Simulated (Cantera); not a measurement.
Input (Python, Cantera):

```python
import numpy as np
import cantera as ct

gas = ct.Solution("h2o2.yaml")
gas.TPX = 1300, 1333, {'H2': 0.14, 'O2': 1, 'N2': 1.1}
inlet = ct.Reservoir(gas, clone=True)

reactor = ct.IdealGasConstPressureReactor(gas, energy="off", clone=False)
exhaust = ct.Reservoir(gas, clone=True)
tau = [12, 5.1, 2.2, 0.96, 0.42, 0.18, 0.078, 0.034, 0.015, 0.0064][0]
for a, b in ((inlet, reactor), (reactor, exhaust)):
    ct.MassFlowController(a, b, mdot=lambda t: reactor.mass / tau)
net = ct.ReactorNet([reactor])
show = ['H2', 'O2', 'H2O', 'H2O2', 'OH']

rows = []
print(f"{'tau/s':>10s}{'T/K':>9s}" + "".join(f"{s:>11s}" for s in show))
for tau in [12, 5.1, 2.2, 0.96, 0.42, 0.18, 0.078, 0.034, 0.015, 0.0064]:
    net.initial_time = 0.0
    net.advance(30 * tau)
    before = gas.X
    net.advance(40 * tau)
    drift = np.max(np.abs(gas.X - before) / (gas.X + 1e-9))
    rows.append([gas.T, *gas[show].X, drift])
    print(f"{tau:10.3e}{gas.T:9.1f}" + "".join(f"{x:11.3e}" for x in gas[show].X))
```

It prints:

```
     tau/s      T/K         H2         O2        H2O       H2O2         OH
 1.200e+01   1300.0  7.586e-05  4.277e-01  6.393e-02  2.857e-08  8.556e-04
 5.100e+00   1300.0  1.318e-04  4.271e-01  6.367e-02  3.710e-08  1.133e-03
 2.200e+00   1300.0  2.247e-04  4.263e-01  6.325e-02  4.654e-08  1.488e-03
 9.600e-01   1300.0  3.754e-04  4.248e-01  6.259e-02  5.622e-08  1.930e-03
 4.200e-01   1300.0  6.125e-04  4.227e-01  6.152e-02  6.517e-08  2.470e-03
 1.800e-01   1300.0  9.746e-04  4.194e-01  5.980e-02  7.228e-08  3.105e-03
 7.800e-02   1300.0  1.460e-03  4.152e-01  5.738e-02  7.642e-08  3.754e-03
 3.400e-02   1300.0  2.059e-03  4.110e-01  5.452e-02  7.855e-08  4.337e-03
 1.500e-02   1300.0  2.829e-03  4.079e-01  5.171e-02  8.143e-08  4.829e-03
 6.400e-03   1300.0  4.134e-03  4.069e-01  4.881e-02  8.864e-08  5.336e-03
```

Detailed kinetics in Cantera: the H2/O2 subset of GRI-Mech 3.0, which has no nitrogen chemistry. Radical loss at walls, strong at low pressure, is not modelled. The temperature is held fixed by assumption; the heat of reaction is taken as removed at once.
